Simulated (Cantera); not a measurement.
What does this Cantera script print?

```python
import numpy as np
import cantera as ct

gas = ct.Solution("gri30.yaml")
gas.TPX = 625, 500000, {'CH4': 1, 'O2': 3.92, 'N2': 14.7, 'CO2': 1.3}
inlet = ct.Reservoir(gas, clone=True)
gas.equilibrate("HP")  # start burning
reactor = ct.IdealGasConstPressureReactor(gas, energy="on", clone=False)
exhaust = ct.Reservoir(gas, clone=True)
tau = [0.24, 0.079, 0.026, 0.0085, 0.0028, 0.00091, 0.0003, 9.8e-05, 3.2e-05][0]
for a, b in ((inlet, reactor), (reactor, exhaust)):
    ct.MassFlowController(a, b, mdot=lambda t: reactor.mass / tau)
net = ct.ReactorNet([reactor])
show = ['CH4', 'O2', 'CO2', 'CO', 'NO2', 'C2H6']

rows = []
print(f"{'tau/s':>10s}{'T/K':>9s}" + "".join(f"{s:>11s}" for s in show))
for tau in [0.24, 0.079, 0.026, 0.0085, 0.0028, 0.00091, 0.0003, 9.8e-05, 3.2e-05]:
    net.initial_time = 0.0
    net.advance(30 * tau)
    before = gas.X
    net.advance(40 * tau)
    drift = np.max(np.abs(gas.X - before) / (gas.X + 1e-9))
    rows.append([gas.T, *gas[show].X, drift])
    print(f"{tau:10.3e}{gas.T:9.1f}" + "".join(f"{x:11.3e}" for x in gas[show].X))
```

It prints:

```
     tau/s      T/K        CH4         O2        CO2         CO        NO2       C2H6
 2.400e-01   1664.6  5.268e-06  9.176e-02  1.098e-01  7.631e-05  2.549e-08  4.789e-10
 7.900e-02   1663.4  1.190e-05  9.180e-02  1.097e-01  1.704e-04  2.673e-08  2.065e-09
 2.600e-02   1661.0  2.599e-05  9.191e-02  1.095e-01  3.795e-04  3.311e-08  7.624e-09
 8.500e-03   1656.0  5.689e-05  9.216e-02  1.089e-01  8.519e-04  3.894e-08  2.601e-08
 2.800e-03   1645.0  1.278e-04  9.279e-02  1.077e-01  1.935e-03  3.582e-08  8.782e-08
 9.100e-04   1617.7  3.294e-04  9.455e-02  1.045e-01  4.735e-03  2.310e-08  3.883e-07
 3.000e-04    625.0  4.780e-02  1.874e-01  6.214e-02 -6.048e-16 -3.753e-20 -1.723e-17
 9.800e-05    625.0  4.780e-02  1.874e-01  6.214e-02  1.936e-20  1.201e-24  5.516e-22
 3.200e-05    625.0  4.780e-02  1.874e-01  6.214e-02  1.162e-22  7.209e-27  3.311e-24
```

Computed with Cantera and GRI-Mech 3.0 (53 species, 325 reactions).
